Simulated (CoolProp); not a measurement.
Saturation properties of ethane.

Values from CoolProp's reference Helmholtz-energy equation of state, Bücker 2006.

```
T (°C)      p (MPa)  liquid cp (kJ/(kg K))    vapour Z  surface tension (mN/m)
-------  ----------  ---------------------  ----------  ----------------------
-123.25    0.009556             (withheld)      0.9942                    21.8
-118.65     0.01400                  2.343      0.9923                    21.0
-113.95     0.02016                  2.355      0.9898                    20.3
-109.35  (withheld)                  2.368      0.9870              (withheld)
-104.75     0.03856                  2.382      0.9835                    18.8
-100.15     0.05181                  2.397      0.9795                    18.0
-95.45      0.06884                  2.413      0.9747                    17.3
-90.85      0.08950                  2.430  (withheld)                    16.6
-86.25       0.1147                  2.449      0.9632                    15.8
-81.55       0.1458                  2.470      0.9563                    15.1
-76.95       0.1822                  2.493      0.9487                    14.4
-72.35       0.2252             (withheld)      0.9404                    13.6
-67.65       0.2767                  2.544  (withheld)                    12.9
-63.05       0.3352             (withheld)      0.9211                    12.2
-58.45       0.4025                  2.605      0.9104                    11.5
```

Task: Some entries are withheld; supply them.

Result: 
- -123.25, liquid cp (kJ/(kg K)): 2.332
- -109.35, p (MPa): 0.02817
- -109.35, surface tension (mN/m): 19.5
- -90.85, vapour Z: 0.9693
- -72.35, liquid cp (kJ/(kg K)): 2.517
- -67.65, vapour Z: 0.9311
- -63.05, liquid cp (kJ/(kg K)): 2.573

It boils at -88.6 °C under 1 atm.

Surface tension comes from a separate correlation (Mulero 2012).
